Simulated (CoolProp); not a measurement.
Vapour-liquid equilibrium of R143a (1) + R152A (2) at 3.12 kPa; x and y are mole fractions of (1).

Values from CoolProp's multi-fluid Helmholtz-energy mixture model, Lemmon and Jacobsen 2000 and Outcalt 1996; pair parameters Bell 2016.

| x | bubble temperature (K) | y at the bubble point | dew temperature at overall composition x (K) | liquid density (mol/L) |
|---|---|---|---|---|
| 0.05 | 188.5 | 0.255 | 190.9 | 17.00 |
| 0.125 | 185.2 | 0.478 | 190.1 | 16.92 |
| 0.2 | 182.9 | 0.609 | 189.2 | 16.82 |
| 0.275 | 181.1 | 0.696 | 188.2 | 16.71 |
| 0.35 | 179.6 | 0.757 | 187.2 | 16.59 |
| 0.425 | 178.4 | 0.804 | 186.1 | 16.47 |
| 0.5 | 177.4 | 0.841 | 184.9 | 16.34 |
| 0.575 | 176.5 | 0.873 | 183.6 | 16.22 |
| 0.65 | 175.6 | 0.900 | 182.1 | 16.09 |
| 0.725 | 174.9 | 0.924 | 180.4 | 15.96 |
| 0.8 | 174.2 | 0.946 | 178.5 | 15.84 |
| 0.875 | 173.5 | 0.967 | 176.4 | 15.71 |
| 0.95 | 172.8 | 0.987 | 174.0 | 15.59 |

No azeotrope shows between x = 0.05 and 0.95.

Pair parameters are fitted to limited data, so mixtures are less certain than the pure fluids.
